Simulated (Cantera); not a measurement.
## SiH4 + C2H2 + H2 (silicon carbide growth)

Feed: 1 mol SiH4, 0.19 mol C2H2, 1100 mol H2, equilibrated at 1.00 bar.

These are equilibrium values from Cantera (NASA tables, ideal gas, pure condensed phases), not measurements of a reactor. Candidate condensed phases: C, C6H6, C7H8, C8H18, Si, SiC; 87 gas species. Mutual solubility and eutectic melting of coexisting phases are not modelled. Gases not in the tables: Si2H6 and higher silanes. Equilibrium is a limit: real reactors are often held back by kinetics, nucleation or transport.

From 1198 K to 1648 K the condensed part is Si(s) + SiC(s). From 1798 K to 2098 K the condensed part is Si(l) + SiC(s). At 2248 K the condensed part is SiC(s). At 2398 K nothing is condensed. The main Si-bearing gas is SiH4 at 1198 K and Si at 2398 K.

```
T (K)   x H2       x H      x Si    x SiH2     x SiH  x C2H2 (acetylene)    x CH4  n Si(s)  n SiC(s)  n Si(l)
-----  -----  --------  --------  --------  --------  ------------------  -------  -------  --------  -------
1198   1.000   1.90e-7  1.29e-12   1.14e-8  1.96e-11              <1e-12  2.67e-5    0.649     0.351        0
1348   1.000   2.31e-6  1.88e-10   1.69e-7   1.21e-9            1.70e-11  2.20e-5    0.643     0.356        0
1498   1.000   1.72e-5   1.00e-8   1.46e-6   3.25e-8            4.61e-10  1.88e-5    0.638     0.359        0
1648   1.000   8.90e-5   2.58e-7   8.47e-6   4.74e-7             6.81e-9  1.65e-5    0.627     0.362        0
1798   1.000  0.000352   3.08e-6   2.95e-5   3.54e-6             9.82e-8  1.85e-5        0     0.359    0.599
1948   0.999   0.00113   2.32e-5   7.83e-5   1.78e-5             1.09e-6  2.20e-5        0     0.352    0.513
2098   0.997   0.00307  0.000131  0.000180   7.10e-5             8.53e-6  2.55e-5        0     0.325    0.235
2248   0.992   0.00732  0.000391  0.000248  0.000157            0.000112  4.31e-5        0    0.0448        0
2398   0.983    0.0156  0.000533  0.000171  0.000164            0.000146  2.53e-5        0         0        0
```
x: gas mole fraction; n: condensed amount in mol.
